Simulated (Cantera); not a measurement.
A diamond (100) surface in a fixed gas of H2 with x(CH4) = 0.007, x(H) = 0.031, at 1373 K, 0.0533 atm; coverages are run to steady state.

Cantera simulation using the Harris–Goodwin 1993 mechanism for the reconstructed diamond (100) surface; the numbers are that mechanism's predictions, not measurements.

One state of this run: growth (µm/h) = 1.63; θ c6HH = 0.339; θ c6H* = 0.0574; θ c6*H = 0.543; θ c6** = 0.0609; θ c6HM = 4.72e-5. θ: site fractions in the mechanism's names (c6HH fully hydrogenated, c6H* and c6*H radical sites, c6** diradical, c6HM methylated).

Task: Which value of x(CH3) does it belong to?
(A) 0.00018
(B) 7.5e-05
(C) 5.6e-06
(D) 2.4e-06

Result: B, 7.5e-05
